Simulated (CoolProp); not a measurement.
m-xylene at several states: Z from the reference equation and from simpler models built on Tc = 343.7 °C, pc = 35.35 bar, ω = 0.326; each cubic takes its own stable root.

Model: reference Helmholtz-energy equation of state, Zhou 2012, in CoolProp.

| T (°C) | p (bar) | phase | reference | Redlich-Kwong | Peng-Robinson |
|---|---|---|---|---|---|
| 213.75 | 1.19 | gas | 0.9724 | 0.9773 | 0.9732 |
| 78.55 | 0.338 | liquid | 0.001510 | 0.9846 | 0.001545 |
| 67.75 | 6.22 | liquid | 0.02831 | 0.03382 | 0.02902 |
| -25.75 | 161 | liquid | 0.9119 | 1.090 | 0.9598 |

At some of these states Redlich-Kwong gives the other phase, because its saturation line lies elsewhere.
